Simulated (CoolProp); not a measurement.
Ethanol at several states: Z from the reference equation and from simpler models built on Tc = 514.7 K, pc = 62.68 bar, ω = 0.644; each cubic takes its own stable root.

Computed with CoolProp (reference Helmholtz-energy equation of state, Schroeder 2014).

```tsv
T (K)	p (bar)	phase	reference
199.8	1.34	liquid	0.004273
453.1	14.9	gas	0.8458
609.7	1.28	gas	0.9973
291.8	2.36	liquid	0.005667
```

### Question
How far does each simpler model (van der Waals, Redlich-Kwong, Soave-Redlich-Kwong, Peng-Robinson) lie from the reference over these 4 states: mean and median of the absolute difference, and the worst?

### Answer
- van der Waals: mean 4220.1 %, median 45.7 %, worst +16789.0 % at 291.8 K and 2.36 bar
- Redlich-Kwong: mean 13.4 %, median 13.8 %, worst +25.9 % at 291.8 K and 2.36 bar
- Soave-Redlich-Kwong: mean 9.5 %, median 9.0 %, worst +20.0 % at 199.8 K and 1.34 bar
- Peng-Robinson: mean 3.1 %, median 2.5 %, worst +7.2 % at 199.8 K and 1.34 bar

At some of these states van der Waals gives the other phase, because its saturation line lies elsewhere.
